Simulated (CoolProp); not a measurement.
Dimethyl carbonate along the isobar 23.7 MPa: density (kg/m³) from the reference equation and from simpler models built on Tc = 283.9 °C, pc = 4.909 MPa, ω = 0.346; each cubic takes its own stable root.

Computed with CoolProp (reference Helmholtz-energy equation of state, Zhou 2011).

```
T (°C)          phase  reference
------  -------------  ---------
196.15         liquid      870.1
214.75         liquid      844.7
233.45         liquid      818.4
252.15         liquid      791.2
270.85         liquid      762.9
289.45  supercritical      733.4
308.15  supercritical      702.3
326.85  supercritical      669.6
```

Q: How far does each simpler model (Soave-Redlich-Kwong, Peng-Robinson) lie from the reference over these 8 states: mean and median of the absolute difference, and the worst?

A: 
- Soave-Redlich-Kwong: mean 9.4 %, median 9.4 %, worst -9.9 % at 326.85 °C and 23.7 MPa
- Peng-Robinson: mean 1.2 %, median 1.1 %, worst +2.2 % at 196.15 °C and 23.7 MPa
